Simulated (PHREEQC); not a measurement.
**Copper plating or etch bath**

Solution (20 °C): 0.031 mol CuCl2, 0.034 mol H2SO4 and 0.009 mol FeCl3 per kg of water. Closed to the air; pH follows from the charge balance.

The numbers come from PHREEQC with the ion-association model, phreeqc.dat.

- pH: 1.37
- ionic strength: 0.156 mol/kgw
- density: 1.005 g/cm³
- total alkalinity: -86.0 meq/kg

| species | molality | activity | log γ |
|---|---|---|---|
| Cl- | 0.0864 | 0.0636 | -0.133 |
| H+ | 0.0531 | 0.0429 | -0.092 |
| Cu+2 | 0.0248 | 0.00880 | -0.450 |
| HSO4- | 0.0135 | 0.0103 | -0.119 |
| SO4-2 | 0.00849 | 0.00274 | -0.491 |
| FeSO4+ | 0.00535 | 0.00405 | -0.121 |
| CuSO4 | 0.00459 | 0.00476 | 0.016 |
| CuCl+ | 0.00159 | 0.00117 | -0.132 |
| FeHSO4+2 | 0.00141 | 0.000468 | -0.478 |
| Fe+3 | 0.00102 | 0.000151 | -0.830 |
| FeCl+2 | 0.000752 | 0.000246 | -0.485 |

This is a speciation only: nothing precipitates in the calculation. Examples of supersaturated solids here: Hematite (slow to form), Goethite (slow to form). Others may be too. Complexes and solids missing from the database can't appear.
